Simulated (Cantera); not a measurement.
Input (Python, Cantera):

```python
import numpy as np
import cantera as ct

gas = ct.Solution("gri30.yaml")
gas.TPX = 1600, 500000, {'CH4': 1, 'O2': 3.57, 'N2': 18.6}
reactor = ct.IdealGasReactor(gas, energy="on", clone=False)
net = ct.ReactorNet([reactor])
net.rtol, net.atol = 1e-08, 1e-16
show = ['CH4', 'O2', 'H', 'CH2', 'C2H', 'NO2']
times = np.geomspace(3e-06, 0.5, 12)

steps = ct.SolutionArray(gas, extra=["t"])
rows = []
print(f"{'t/s':>10s}{'T/K':>9s}{'P/Pa':>11s}" + "".join(f"{s:>11s}" for s in show))
for t in times:
    while net.time < t:
        t_next = net.step()
        steps.append(gas.state, t=t_next)
    rows.append([np.interp(t, steps.t, y) for y in (steps.T, steps.P, *steps(*show).X.T)])
    print(f"{t:10.3e}{rows[-1][0]:9.1f}{rows[-1][1]:11.4g}" + "".join(f"{x:11.3e}" for x in rows[-1][2:]))
rate = np.gradient(steps.T, steps.t)
print("integrator steps:", len(steps.t))
if steps.T.max() > steps.T[0] + 200:
    print(f"time of steepest temperature rise: {steps.t[rate.argmax()]:.4e} s")
gas.TPX = 1600, 500000, {'CH4': 1, 'O2': 3.57, 'N2': 18.6}
gas.equilibrate("UV")
print(f"equilibrium (UV): T = {gas.T:.1f} K  " + "  ".join(f"{s} {gas[s].X[0]:.3e}" for s in show))
```

It prints:

```
       t/s      T/K       P/Pa        CH4         O2          H        CH2        C2H        NO2
 3.000e-06   1600.0      5e+05  4.315e-02  1.541e-01  3.455e-08  3.206e-12  6.475e-22  2.431e-18
 8.950e-06   1599.9      5e+05  4.314e-02  1.541e-01  5.358e-08  3.045e-11  2.138e-19  9.309e-17
 2.670e-05   1600.0      5e+05  4.304e-02  1.540e-01  1.723e-07  6.021e-10  1.721e-16  4.554e-15
 7.966e-05   1607.2  5.023e+05  4.148e-02  1.531e-01  1.994e-06  2.052e-08  8.166e-13  6.014e-13
 2.377e-04   2631.3  8.274e+05  8.292e-18  6.612e-02  5.258e-04  4.891e-17  5.852e-23  1.274e-06
 7.091e-04   2623.3  8.247e+05  7.847e-18  6.429e-02  5.054e-04  4.403e-17  5.029e-23  6.015e-06
 2.115e-03   2610.2  8.204e+05  7.154e-18  6.133e-02  4.738e-04  3.685e-17  3.906e-23  1.347e-05
 6.311e-03   2602.7  8.179e+05  6.778e-18  5.965e-02  4.566e-04  3.319e-17  3.372e-23  1.759e-05
 1.883e-02   2602.3  8.178e+05  6.755e-18  5.955e-02  4.555e-04  3.298e-17  3.342e-23  1.784e-05
 5.617e-02   2602.3  8.178e+05  6.755e-18  5.955e-02  4.555e-04  3.298e-17  3.342e-23  1.784e-05
 1.676e-01   2602.3  8.178e+05  6.755e-18  5.955e-02  4.555e-04  3.298e-17  3.342e-23  1.784e-05
 5.000e-01   2602.3  8.178e+05  6.755e-18  5.955e-02  4.555e-04  3.298e-17  3.342e-23  1.784e-05
integrator steps: 1764
time of steepest temperature rise: 1.3736e-04 s
equilibrium (UV): T = 2602.3 K  CH4 9.704e-18  O2 5.955e-02  H 4.555e-04  CH2 4.727e-17  C2H 3.687e-23  NO2 1.784e-05
```

Detailed kinetics in Cantera: GRI-Mech 3.0 (53 species, 325 reactions).
